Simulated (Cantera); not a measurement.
Input: 1 mol Zr, 0.53 mol NH₃, 0.041 mol H₂O, held at 1825 K and 0.630 Pa.

Cantera equilibrium calculation (NASA polynomials, part measured and part estimated; ideal gas, pure solids and liquids). Mutual solubility and eutectic melting of coexisting phases are not modelled. ZrN: taken at fixed stoichiometry. Condensed phases not in the tables: solid solutions among these carbides, nitrides and lower oxides, N, O or C dissolved in the metal. The numbers say what is thermodynamically allowed, not how fast it happens.

```
species                  before    after
---------------------  --------  -------
H₂                        0.839    0.646
N₂                      7.94e-7    0.213
H                         0.161    0.141
ZrO                    0.000238  1.04e-5
Zr                      1.21e-5  2.34e-8
Zr(β), mol                0.449        0
ZrN(s), mol               0.530    0.979
ZrO₂(tetragonal), mol    0.0204   0.0204
```
Gas species are given as mole fractions.

Name the change that produced these shifts.
A) pressure from 0.630 Pa to 1.80 Pa
B) temperature from 1825 K to 2225 K
C) NH₃ from 0.53 to 9.2 mol
D) temperature from 1825 K to 2748 K

C, NH₃ from 0.53 to 9.2 mol. Condensed phases not in the tables: solid solutions among these carbides, nitrides and lower oxides
